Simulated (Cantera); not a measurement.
Cantera run:

```python
import numpy as np
import cantera as ct

gas_names = """
    B BN BO BO2 B2 B2O B2O2 B2O3 N NO NO2 NO3 N2 N2O O O2 O3
""".split()
cond_names = """
    B(b) B(L) BN(s) B2O3(L)
""".split()


# ... load() reads the species with a 1 bar reference pressure and builds the phases ...
atoms = {
    'B2O3': {'B': 2, 'O': 3},
    'N2': {'N': 2},
}
top_T = {'BN(s)': 3200}  # K; cautious upper limits of use, not melting points


# ... equilibrate(T, P, feed) seeds the gas with the atoms and calls Mixture.equilibrate('TP', solver="vcs", rtol=1e-11, max_steps=5000) ...
results = []
feed = {'B2O3': 1, 'N2': 0.41}  # mol
P = 10000  # Pa
for T in [773, 923, 1073, 1223, 1373, 1523, 1673, 1823, 1973, 2123, 2273, 2423]:
    mix = equilibrate(T, P, feed)
    results.append((T, P, feed, dict(zip(mix.species_names, mix.species_moles))))
    x = sorted(zip(gas.X, gas.species_names), reverse=True)
    print(f"T = {T:g} K  P = {P:g} Pa  gas = {mix.phase_moles(0):.4g} mol")
    print("   x: " + "  ".join(f"{s} {v:.3e}" for v, s in x if v > 1e-05))
    print("   condensed (mol): " + ("  ".join(f"{mix.phase(i).name} {mix.phase_moles(i):.4g}"
          for i in range(1, mix.n_phases) if mix.phase_moles(i) > 1e-12) or "none"))
```

Result:

```
T = 773 K  P = 10000 Pa  gas = 0.41 mol
   x: N2 1.000e+00
   condensed (mol): B2O3(L) 1
T = 923 K  P = 10000 Pa  gas = 0.41 mol
   x: N2 1.000e+00
   condensed (mol): B2O3(L) 1
T = 1073 K  P = 10000 Pa  gas = 0.41 mol
   x: N2 1.000e+00
   condensed (mol): B2O3(L) 1
T = 1223 K  P = 10000 Pa  gas = 0.41 mol
   x: N2 1.000e+00
   condensed (mol): B2O3(L) 1
T = 1373 K  P = 10000 Pa  gas = 0.41 mol
   x: N2 1.000e+00  B2O3 1.252e-05
   condensed (mol): B2O3(L) 1
T = 1523 K  P = 10000 Pa  gas = 0.4101 mol
   x: N2 9.997e-01  B2O3 3.447e-04
   condensed (mol): B2O3(L) 0.9999
T = 1673 K  P = 10000 Pa  gas = 0.4121 mol
   x: N2 9.949e-01  B2O3 5.083e-03
   condensed (mol): B2O3(L) 0.9979
T = 1823 K  P = 10000 Pa  gas = 0.4303 mol
   x: N2 9.528e-01  B2O3 4.699e-02  BO2 8.766e-05  BO 5.431e-05  B2O2 1.898e-05
   condensed (mol): B2O3(L) 0.9797
T = 1973 K  P = 10000 Pa  gas = 0.5903 mol
   x: N2 6.946e-01  B2O3 3.038e-01  BO2 8.983e-04  BO 5.312e-04  B2O2 1.983e-04  NO 1.197e-05
   condensed (mol): B2O3(L) 0.8201
T = 2123 K  P = 10000 Pa  gas = 1.415 mol
   x: B2O3 7.025e-01  N2 2.897e-01  BO2 4.217e-03  BO 2.743e-03  B2O2 7.953e-04  NO 3.394e-05  O 1.254e-05
   condensed (mol): none
T = 2273 K  P = 10000 Pa  gas = 1.424 mol
   x: B2O3 6.916e-01  N2 2.879e-01  BO2 1.056e-02  BO 8.256e-03  B2O2 1.401e-03  NO 1.100e-04  O 7.538e-05  O2 3.165e-05
   condensed (mol): none
T = 2423 K  P = 10000 Pa  gas = 1.443 mol
   x: B2O3 6.683e-01  N2 2.839e-01  BO2 2.362e-02  BO 2.116e-02  B2O2 2.203e-03  O 3.713e-04  NO 3.139e-04  O2 1.436e-04
   condensed (mol): none
```

Equilibrium computed with Cantera from the NASA thermochemical tables; the gas is ideal and each condensed phase is pure.
